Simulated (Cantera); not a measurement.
Feed: 1 mol MgO, 3.4 mol CH4, 0.01 mol CO, held at 1377 °C and 79.0 mbar.

Method: chemical equilibrium by Gibbs-energy minimisation in Cantera with the NASA 1993 tables (ideal gas, pure condensed phases). Candidate condensed phases: C, C6H6, C7H8, C8H18, H2O, Mg, MgCO3, MgO, Mg(OH)2; 116 gas species. The tables' values for MgH are old estimates; treat these amounts as uncertain. Rates play no part.

Q: What is the equilibrium state?

A: 
| Item | Value |
|---|---|
| x(H2) | 0.816 |
| x(CO) | 0.0926 |
| x(Mg) | 0.0912 |
| x(H) | 0.000292 |
| x(MgH) | 0.000277 |
| x(CH4) | 6.98e-5 |
| x(C2H2 (acetylene)) | 3.72e-5 |
| x(H2O) | 3.84e-6 |
| n(C(graphite)) | 2.64 mol |
| n(MgO(s)) | 0.238 mol |
| gas amount | 8.333 mol |
| log10 activity of Mg(l) (absent) | -2.98 |
